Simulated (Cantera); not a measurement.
Input: 1 mol SiF₄, 7.7 mol NH₃, 9.2 mol H₂, held at 1500 K and 10.0 mbar.

Cantera equilibrium calculation (NASA polynomials, part measured and part estimated; ideal gas, pure solids and liquids). Candidate condensed phases: Si, Si₃N₄; 37 gas species. The tables' values for SiF₃, SiF₂ are old estimates; treat these amounts as uncertain. Equilibrium is a limit: real reactors are often held back by kinetics, nucleation or transport.

Problem. What is the equilibrium state?

Solution. x(H₂): 0.800
x(N₂): 0.150
x(SiF₄): 0.0290
x(HF): 0.0110
x(SiF₃): 0.00764
x(SiF₂): 0.00114
x(SiHF₃): 0.00104
x(H): 0.000157
x(SiH₂F₂): 1.69e-5
gas amount: 25.73 mol
log10 activity of Si(s) (absent): -1.62
